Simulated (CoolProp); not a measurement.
The fluid at 298.15 K and 0.194 MPa is compressed adiabatically to 0.315 MPa with isentropic efficiency 0.8. The same conditions are run with several fluids, on thermodynamics alone (safety and materials aside).

Values from CoolProp's reference Helmholtz-energy equation of state of each fluid (methane: Setzmann 1991; fluoroethane (R161): Wu 2012; hydrogen sulfide: Lemmon 2006; R227EA: Lemmon 2016; R13: Platzer 1990). The equations of Platzer and Polt are older, rougher fits.

```tsv
fluid	work (kJ/kg)	final temperature (K)	final density (kg/m³)
methane	98.7	341.7	1.78
fluoroethane (R161)	?	?	?
hydrogen sulfide	?	?	3.81
R227EA	8.39	?	22.5
R13	14.5	321.2	12.6
```

Q: Some entries are withheld; supply them.

A: 
- fluoroethane (R161), work (kJ/kg): 31.2
- fluoroethane (R161), final temperature (K): 324.0
- fluoroethane (R161), final density (kg/m³): 5.84
- hydrogen sulfide, work (kJ/kg): 46.1
- hydrogen sulfide, final temperature (K): 344.4
- R227EA, final temperature (K): 310.3
